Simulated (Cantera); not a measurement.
# Oxide etching and cleaning by halides: CuO + F2

Feed: 1 mol CuO, a varied amount of F2, at 1177 °C and 0.00120 bar.

Method: chemical equilibrium by Gibbs-energy minimisation in Cantera with the NASA 1993 tables (ideal gas, pure condensed phases). Candidate condensed phases: Cu, CuF2, CuO, Cu2O; 13 gas species. Rates play no part.

| n(F2) (mol) | x F | x CuF2 | x O2 | x CuF | x F2 | x O |
|---|---|---|---|---|---|---|
| 0.94 | 0.0114 | 0.569 | 0.330 | 0.0904 | 3.30e-8 | 3.33e-5 |
| 2.5 | 0.667 | 0.222 | 0.111 | 0.000600 | 0.000114 | 1.93e-5 |
| 4.1 | 0.805 | 0.130 | 0.0649 | 0.000291 | 0.000166 | 1.48e-5 |
| 5.6 | 0.860 | 0.0933 | 0.0467 | 0.000196 | 0.000189 | 1.25e-5 |
| 7.2 | 0.892 | 0.0718 | 0.0360 | 0.000145 | 0.000204 | 1.10e-5 |
| 8.7 | 0.911 | 0.0591 | 0.0296 | 0.000117 | 0.000213 | 9.97e-6 |
| 10 | 0.923 | 0.0512 | 0.0256 | 0.000100 | 0.000218 | 9.28e-6 |
| 12 | 0.936 | 0.0425 | 0.0213 | 8.19e-5 | 0.000224 | 8.46e-6 |
| 13 | 0.941 | 0.0391 | 0.0196 | 7.51e-5 | 0.000227 | 8.12e-6 |
| 15 | 0.949 | 0.0338 | 0.0169 | 6.44e-5 | 0.000231 | 7.55e-6 |
| 17 | 0.955 | 0.0298 | 0.0149 | 5.63e-5 | 0.000234 | 7.08e-6 |
x: gas mole fraction; nothing condenses.

From 0.94 mol F2 to 17 mol F2 nothing is condensed. The main Cu-bearing gas is CuF2 throughout.
